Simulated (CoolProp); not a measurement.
Values from CoolProp's reference Helmholtz-energy equation of state, Lemmon 2006. It is a short technical equation, of lower accuracy than the large ones.

### Question
For nitrous oxide, give the phase and the Z, cp (kJ/(kg K)), cv (kJ/(kg K)), speed of sound (m/s) at 206.8 K and 0.483 MPa; 206.8 K and 0.724 MPa.

### Answer
- 206.8 K and 0.483 MPa: liquid; Z 0.0106, cp 1.75, cv 0.934, speed of sound 994
- 206.8 K and 0.724 MPa: liquid; Z 0.0159, cp 1.75, cv 0.934, speed of sound 995
